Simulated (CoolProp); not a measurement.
The numbers come from the reference Helmholtz-energy equation of state, Lemmon 2005 in CoolProp.

Q: For R125, give the phase and the Z, cv (kJ/(kg K)) at 206.7 K and 792 kPa; 245.2 K and 792 kPa.

A: 
- 206.7 K and 792 kPa: liquid; Z 0.0350, cv 0.710
- 245.2 K and 792 kPa: liquid; Z 0.0324, cv 0.756
